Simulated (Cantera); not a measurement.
A perfectly stirred reactor is fed with 8.06 % C2H6, 17.6 % O2, 66.2 % N2, 8.06 % H2O, equivalence ratio 1.6, at 8.80 bar; it is adiabatic with a 800 K inlet, and is followed from long to short residence time, starting on the burning branch (τ in s: 0.042, 0.024, 0.014, 0.008, 0.0046, 0.0026, 0.0015, 0.00087, 0.0005, 0.00029, 0.00017, 9.5e-05).

Cantera simulation using GRI-Mech 3.0 (53 species, 325 reactions); the numbers are that mechanism's predictions, not measurements.

One state of this run: T (K) = 2159; x C2H6 = 1.31e-6; x O2 = 0.000127; x H2O = 0.196; x HO2 = 5.56e-8; x HCN = 3.15e-5. x: mole fraction; the columns are a selection and need not sum to one.

Problem. Which value of τ (s) does it belong to?
A. 0.0026
B. 0.0015
C. 0.042
D. 0.014

Solution. D, 0.014
